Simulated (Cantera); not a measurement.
A closed system holds: 1 mol Cu, 18 mol HF, at 1198 K and 133 Pa.

Equilibrium computed with Cantera from the NASA thermochemical tables; the gas is ideal and each condensed phase is pure. Candidate condensed phases: Cu, CuF2; 15 gas species. Rates play no part.

Q: What is the equilibrium state?

A: 
```
Item                                    Value
----------------------------------  ---------
x(HF)                                   1.000
x(CuF)                               0.000220
x(H2)                                0.000110
x(Cu)                                 8.71e-6
n(Cu(s))                            0.996 mol
gas amount                          18.00 mol
log10 activity of CuF2(l) (absent)      -7.28
```
